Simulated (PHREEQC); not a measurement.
**Spent oxide etchant**

Make-up at 25 °C: 0.055 mol HF, 0.00034 mol H2SiF6, 0.0089 mol H3BO3 and 3.4e-05 mol H2SO4 per kg of water. Closed to the air; pH follows from the charge balance.

The numbers come from PHREEQC with the ion-association model, phreeqc.dat.

```json
{
 "pH": "2.00",
 "ionic_strength": "0.0114 mol/kgw",
 "total_alkalinity": "-57.1 meq/kg"
}
```

| species | molality | activity | log γ |
|---|---|---|---|
| HF | 0.0181 | 0.0182 | 0.001 |
| H+ | 0.0111 | 0.0100 | -0.041 |
| BF4- | 0.00869 | 0.00779 | -0.047 |
| F- | 0.00135 | 0.00121 | -0.049 |
| SiF6-2 | 0.000340 | 0.000222 | -0.185 |
| BF3OH- | 0.000176 | 0.000158 | -0.047 |
| HF2- | 9.39e-5 | 8.42e-5 | -0.047 |
| SO4-2 | 1.99e-5 | 1.29e-5 | -0.186 |

Precipitation was switched off in this run. SiF6-2 is the database's only silicon fluoride. Real BF4- forms and hydrolyses slowly; the run takes it at equilibrium.
